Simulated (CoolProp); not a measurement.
Saturated liquid density (kg/m³) of R1123: the reference equation beside estimates from Tc = 58.6 °C, pc = 4549 kPa, ω = 0.243. Rackett uses Z = 0.29056 − 0.08775 ω.

Computed with CoolProp (reference Helmholtz-energy equation of state, Akasaka 2020).

```json
[
 {"T (°C)": "-42.15", "reference": "1283", "Rackett": "1278", "Soave-Redlich-Kwong": "1166", "Peng-Robinson": "___"},
 {"T (°C)": "-31.75", "reference": "1247", "Rackett": "1242", "Soave-Redlich-Kwong": "1130", "Peng-Robinson": "1280"},
 {"T (°C)": "-21.35", "reference": "1209", "Rackett": "1204", "Soave-Redlich-Kwong": "1090", "Peng-Robinson": "___"},
 {"T (°C)": "-10.95", "reference": "1169", "Rackett": "1163", "Soave-Redlich-Kwong": "1046", "Peng-Robinson": "1187"},
 {"T (°C)": "-0.55", "reference": "1126", "Rackett": "1120", "Soave-Redlich-Kwong": "___", "Peng-Robinson": "1132"},
 {"T (°C)": "9.95", "reference": "1077", "Rackett": "1072", "Soave-Redlich-Kwong": "___", "Peng-Robinson": "1069"},
 {"T (°C)": "20.35", "reference": "1024", "Rackett": "1020", "Soave-Redlich-Kwong": "880.2", "Peng-Robinson": "997.9"},
 {"T (°C)": "30.75", "reference": "962.3", "Rackett": "___", "Soave-Redlich-Kwong": "808.3", "Peng-Robinson": "914.2"},
 {"T (°C)": "41.15", "reference": "___", "Rackett": "884.4", "Soave-Redlich-Kwong": "720.6", "Peng-Robinson": "811.2"}
]
```

Task: Complete the blanks.

Result: 
- -42.15, Peng-Robinson: 1321
- -21.35, Peng-Robinson: 1236
- -0.55, Soave-Redlich-Kwong: 997.0
- 9.95, Soave-Redlich-Kwong: 942.1
- 30.75, Rackett: 958.9
- 41.15, reference: 886.7

Absolute difference from the reference over all 9 rows, mean and median: Rackett 0.4 and 0.4 %, Soave-Redlich-Kwong 12.4 and 11.5 %, Peng-Robinson 3.0 and 2.5 %.
